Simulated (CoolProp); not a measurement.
Values from CoolProp's reference Helmholtz-energy equation of state, Thol 2014.

Q: For diethyl ether, give the phase and the Z, cv (kJ/(kg K)), speed of sound (m/s), Joule-Thomson coefficient (K/MPa) at 435.9 K and 2.12 MPa.

A: 
- 435.9 K and 2.12 MPa: gas; Z 0.643, cv 2.17, speed of sound 150, Joule-Thomson coefficient 18.8
